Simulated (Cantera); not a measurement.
Cantera run:

```python
import numpy as np
import cantera as ct

gas_names = """
    H HO2 H2 H2O H2O2 O OH O2 O3 Ti TiO TiO2
""".split()
cond_names = """
    H2O(s) H2O(L) Ti(a) Ti(b) Ti(L) TiO(a) TiO(b) TiO(L) TiO2(ru) TiO2(L) Ti2O3(a) Ti2O3(b) Ti2O3(L)
    Ti3O5(a) Ti3O5(b) Ti3O5(L) Ti4O7(s) Ti4O7(L)
""".split()


# ... load() reads the species with a 1 bar reference pressure and builds the phases ...
atoms = {
    'Ti': {'Ti': 1},
    'H2O': {'H': 2, 'O': 1},
    'O2': {'O': 2},
}
top_T = {}  # K; cautious upper limits of use, not melting points


# ... equilibrate(T, P, feed) seeds the gas with the atoms and calls Mixture.equilibrate('TP', solver="vcs", rtol=1e-11, max_steps=5000) ...
results = []
feed = {'Ti': 1, 'H2O': 0.61, 'O2': 0.5}  # mol
P = 5400  # Pa
for T in [1250, 1300, 1350, 1400, 1450, 1500, 1550, 1600, 1650, 1700, 1750, 1800, 1850]:
    mix = equilibrate(T, P, feed)
    results.append((T, P, feed, dict(zip(mix.species_names, mix.species_moles))))

top = {s: max(r[3][s] / sum(r[3][g] for g in gas_names) for r in results) for s in gas_names}
cols = sorted((s for s in top if top[s] > 1e-05), key=lambda s: -top[s])[:7]
seen = [c for c in cond_names if any(r[3].get(c, 0) > 1e-12 for r in results)]
print("log10 of partial pressures in bar; condensed amounts in mol")
print(f"{'T/K':>10s}" + "".join(f"{s[:9]:>10s}" for s in cols + seen))
for T, P, feed, n in results:
    ng = sum(n[g] for g in gas_names)
    print(f"{T:10.4g}" + "".join(f"{np.log10(max(n[s] / ng * P / 1e5, 1e-99)):10.3f}" for s in cols)
          + "".join(f"{n.get(c, 0):10.4g}" for c in seen))
```

Result:

```
log10 of partial pressures in bar; condensed amounts in mol
       T/K        H2         H       H2O  Ti2O3(b)  Ti3O5(b)
      1250    -1.268    -6.950    -5.552    0.1701    0.2199
      1300    -1.268    -6.590    -5.365    0.1701    0.2199
      1350    -1.268    -6.257    -5.191    0.1702    0.2199
      1400    -1.268    -5.947    -5.029    0.1703    0.2198
      1450    -1.268    -5.658    -4.877    0.1704    0.2197
      1500    -1.268    -5.388    -4.736    0.1706    0.2196
      1550    -1.268    -5.136    -4.604    0.1708    0.2194
      1600    -1.268    -4.899    -4.480    0.1711    0.2193
      1650    -1.268    -4.676    -4.364    0.1715     0.219
      1700    -1.268    -4.466    -4.256    0.1719    0.2187
      1750    -1.269    -4.268    -4.155    0.1724    0.2184
      1800    -1.269    -4.081    -4.060     0.173     0.218
      1850    -1.269    -3.903    -3.972    0.1736    0.2176
```

Method: chemical equilibrium by Gibbs-energy minimisation in Cantera with the NASA 1993 tables (ideal gas, pure condensed phases). Mutual solubility and eutectic melting of coexisting phases are not modelled.
